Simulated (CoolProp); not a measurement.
A single-stage vapour-compression cycle with CH3F (R41): evaporating at 280.15 K (dew point), condensing at 304.15 K (bubble point), superheat 0 K, subcooling 8 K, compressor efficiency 0.8, no pressure losses. Each further row changes one setting.

The numbers come from the reference Helmholtz-energy equation of state, Lemmon 2006 in CoolProp. It is a short technical equation, of lower accuracy than the large ones.

```json
[
 {"case": "as stated", "cooling COP": "___", "pressure ratio": "1.79", "discharge temperature (K)": "324.6", "refrigerating effect (kJ/kg)": "267", "volumetric capacity (kJ/m³)": "14100"},
 {"case": "evaporating temperature 285.15 K", "cooling COP": "9.81", "pressure ratio": "1.57", "discharge temperature (K)": "319.6", "refrigerating effect (kJ/kg)": "___", "volumetric capacity (kJ/m³)": "16200"},
 {"case": "condensing temperature 299.15 K", "cooling COP": "9.94", "pressure ratio": "1.59", "discharge temperature (K)": "315.3", "refrigerating effect (kJ/kg)": "281", "volumetric capacity (kJ/m³)": "14800"},
 {"case": "subcooling 13 K", "cooling COP": "7.91", "pressure ratio": "1.79", "discharge temperature (K)": "324.6", "refrigerating effect (kJ/kg)": "282", "volumetric capacity (kJ/m³)": "14900"},
 {"case": "superheat 10 K", "cooling COP": "7.25", "pressure ratio": "1.79", "discharge temperature (K)": "___", "refrigerating effect (kJ/kg)": "289", "volumetric capacity (kJ/m³)": "13700"},
 {"case": "compressor efficiency 0.7", "cooling COP": "___", "pressure ratio": "1.79", "discharge temperature (K)": "326.8", "refrigerating effect (kJ/kg)": "267", "volumetric capacity (kJ/m³)": "14100"}
]
```

Q: Fill in the missing entries.

A: 
- as stated, cooling COP: 7.47
- evaporating temperature 285.15 K, refrigerating effect (kJ/kg): 263
- superheat 10 K, discharge temperature (K): 337.0
- compressor efficiency 0.7, cooling COP: 6.54
